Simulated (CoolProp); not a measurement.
Vapour-liquid equilibrium of C2F6 (R116) (1) + R22 (2) at 0.317 MPa; x and y are mole fractions of (1).

Model: multi-fluid Helmholtz-energy mixture model, Lemmon 2006 and Kamei 1995; pair parameters Bell 2016, in CoolProp.

```tsv
x	bubble temperature (K)	y at the bubble point	dew temperature at overall composition x (K)	liquid density (mol/L)
0.05	245.1	0.444	258.6	15.43
0.15	230.9	0.716	255.6	15.13
0.25	226.1	0.785	252.4	14.55
0.35	224.2	0.810	248.8	13.92
0.45	223.3	0.823	244.8	13.30
0.55	222.6	0.835	240.3	12.73
0.65	221.9	0.850	235.0	12.22
0.75	221.1	0.873	228.6	11.75
0.85	220.3	0.907	221.9	11.34
0.95	219.6	0.962	219.7	10.97
```

No azeotrope shows between x = 0.05 and 0.95.

Pair parameters are fitted to limited data, so mixtures are less certain than the pure fluids. With so large a gap from Raoult's law the liquid may split in two, which this calculation doesn't test in full.
